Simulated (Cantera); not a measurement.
Feed: 1 mol C2H5OH, 0.093 mol H2O, 0.54 mol H2, equilibrated at 16.0 Pa.

Method: chemical equilibrium by Gibbs-energy minimisation in Cantera with the NASA 1993 tables (ideal gas, pure condensed phases). Candidate condensed phases: C, C6H6, C7H8, C8H18, H2O; 110 gas species. Equilibrium is a limit: real reactors are often held back by kinetics, nucleation or transport. All values below are at 775 °C.

Base state: H2 0.769, CO 0.231 (mole fractions); condensed: C(graphite).

### Question
What changes in the equilibrium state with this change: C2H5OH replaced by C?

### Answer
```tsv
species	before	after
H2	0.769	0.872
CO	0.231	0.128
C(graphite), mol	0.907	0.907
```
